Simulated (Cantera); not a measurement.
Charge: 1 mol C₂H₅OH, 3.1 mol H₂, held at 800 K and 75.0 Torr.

Equilibrium computed with Cantera from the NASA thermochemical tables; the gas is ideal and each condensed phase is pure. Candidate condensed phases: C, C₆H₆, C₇H₈, C₈H₁₈, H₂O; 110 gas species. The numbers say what is thermodynamically allowed, not how fast it happens.

Base state: H₂ 0.773, H₂O 0.0814, CH₄ 0.0804, CO 0.0450, CO₂ 0.0200 (mole fractions); condensed: C(graphite).

### Question
What changes in the equilibrium state with this change: pressure from 75.0 Torr to 0.203 Torr?

### Answer
| species | before | after |
|---|---|---|
| H₂ | 0.773 | 0.859 |
| CO | 0.0450 | 0.139 |
| H₂O | 0.0814 | 0.000756 |
| CH₄ | 0.0804 | 0.000268 |
| CO₂ | 0.0200 | 0.000517 |
| C(graphite), mol | 1.13 | 1.01 |

### Question
What changes in the equilibrium state with this change: temperature from 800 K to 1550 K?

### Answer
```json
[
 {"species": "H₂", "before": "0.773", "after": "0.859"},
 {"species": "CO", "before": "0.0450", "after": "0.141"},
 {"species": "CH₄", "before": "0.0804", "after": "0.000150"},
 {"species": "H₂O", "before": "0.0814", "after": "1.47e-5"},
 {"species": "CO₂", "before": "0.0200", "after": "8.59e-7"},
 {"species": "H", "before": "<1e-9", "after": "9.23e-5"},
 {"species": "C₂H₂ (acetylene)", "before": "<1e-9", "after": "1.38e-5"},
 {"species": "C(graphite), mol", "before": "1.13", "after": "0.999"}
]
```

### Question
What changes in the equilibrium state with this change: temperature from 800 K to 625 K?

### Answer
```json
[
 {"species": "CH₄", "before": "0.0804", "after": "0.461"},
 {"species": "H₂", "before": "0.773", "after": "0.315"},
 {"species": "H₂O", "before": "0.0814", "after": "0.211"},
 {"species": "CO", "before": "0.0450", "after": "0.000927"},
 {"species": "CO₂", "before": "0.0200", "after": "0.0128"},
 {"species": "C(graphite), mol", "before": "1.13", "after": "0"}
]
```
